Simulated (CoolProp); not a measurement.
Values from CoolProp's reference Helmholtz-energy equation of state, Akasaka 2020.

Q: Give the vapour pressure (MPa), liquid density (kg/m³), enthalpy of vaporisation (kJ/kg) of saturated R1123 at 228.3, 242.5 K.

A: 
```json
[
 {"T (K)": "228.3", "p (MPa)": "0.220", "liquid density (kg/m³)": "1290", "enthalpy of vaporisation (kJ/kg)": "213"},
 {"T (K)": "242.5", "p (MPa)": "0.391", "liquid density (kg/m³)": "1240", "enthalpy of vaporisation (kJ/kg)": "202"}
]
```
